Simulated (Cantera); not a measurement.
An adiabatic, constant-volume homogeneous reactor starts with CH₃OH : O₂ : N₂ = 1 : 0.833 : 6.42 (molar parts), equivalence ratio 1.8, at 1098 K and 750 Torr. Integrator tolerance rtol = 1e-08.

Computed with Cantera and GRI-Mech 3.0 (53 species, 325 reactions). GRI-Mech 3.0 was tuned for natural gas; its chemistry of methanol as a main component is partial and can be far from experiment.

Task: What does this change do: CH3OH 1 to 0.39 parts?

Result: 
| quantity | before | after |
|---|---|---|
| time of steepest temperature rise | 61.9 ms | 77.8 ms |
| temperature at 0.800 s | 2269 K | 2201 K |
| equilibrium temperature | 2269 K | 2201 K |
| x(CH₃OH) at 0.800 s | <1e-12 (gas-phase equilibrium <1e-12) | <1e-12 (gas-phase equilibrium <1e-12) |
| x(O₂) at 0.800 s | 6.34e-6 (gas-phase equilibrium 6.34e-6) | 0.0292 (gas-phase equilibrium 0.0292) |
| x(HCO) at 0.800 s | 5.08e-8 (gas-phase equilibrium 5.08e-8) | 4.98e-11 (gas-phase equilibrium 4.98e-11) |
| x(N₂O) at 0.800 s | 5.97e-9 (gas-phase equilibrium 5.97e-9) | 3.92e-7 (gas-phase equilibrium 3.92e-7) |
| x(CO₂) at 0.800 s | 0.0305 (gas-phase equilibrium 0.0305) | 0.0485 (gas-phase equilibrium 0.0485) |
| x(CH₂O) at 0.800 s | 4.69e-9 (gas-phase equilibrium 4.69e-9) | <1e-12 (gas-phase equilibrium <1e-12) |
